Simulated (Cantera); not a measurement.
Hydrocarbon pyrolysis for carbon deposition

An isothermal, constant-pressure homogeneous reactor starts with C2H6 : H2 = 1 : 91 (molar parts), at 1350 K and 0.0263 atm.

Model: GRI-Mech 3.0 (53 species, 325 reactions), integrated in Cantera. GRI-Mech 3.0 stops at C3 and has no aromatics, soot or wall deposition, so with more carbon than oxygen in the feed, carbon stays in small species such as C2H2 where larger ones or solid carbon would form. Radical loss at walls, strong at low pressure, is not modelled.

| t (s) | x C2H6 | x H2 | x C2H4 | x H | x CH4 | x C2H |
|---|---|---|---|---|---|---|
| 3.00e-6 | 0.0109 | 0.989 | 1.11e-11 | 1.35e-8 | 1.36e-8 | <1e-12 |
| 1.27e-5 | 0.0109 | 0.989 | 1.18e-9 | 2.18e-7 | 2.32e-7 | <1e-12 |
| 5.38e-5 | 0.0109 | 0.989 | 2.09e-7 | 2.76e-6 | 3.39e-6 | <1e-12 |
| 0.000228 | 0.0108 | 0.989 | 1.78e-5 | 2.11e-5 | 3.22e-5 | <1e-12 |
| 0.000965 | 0.0102 | 0.989 | 0.000464 | 9.54e-5 | 0.000297 | <1e-12 |
| 0.00409 | 0.00429 | 0.987 | 0.00400 | 0.000304 | 0.00460 | 2.37e-11 |
| 0.0173 | 2.99e-5 | 0.985 | 0.00488 | 0.000217 | 0.00878 | 2.15e-10 |
| 0.0734 | 2.47e-6 | 0.985 | 0.00324 | 6.91e-5 | 0.00887 | 1.45e-10 |
| 0.311 | 1.25e-6 | 0.985 | 0.00184 | 2.55e-5 | 0.00888 | 7.72e-11 |
| 1.32 | 4.17e-7 | 0.985 | 0.000666 | 1.56e-5 | 0.00889 | 5.95e-11 |
| 5.57 | 1.78e-7 | 0.985 | 0.000241 | 1.49e-5 | 0.00889 | 6.10e-11 |
| 23.6 | 1.75e-7 | 0.985 | 0.000237 | 1.49e-5 | 0.00891 | 6.10e-11 |
| 100 | 1.75e-7 | 0.985 | 0.000236 | 1.49e-5 | 0.00897 | 6.07e-11 |
x: mole fraction; the columns are a selection and need not sum to one.

Equilibrium at this temperature and pressure: C2H6 1.76e-7, H2 0.984, C2H4 0.000218, H 1.46e-5, CH4 0.00994, C2H 5.50e-11 (gas phase only).
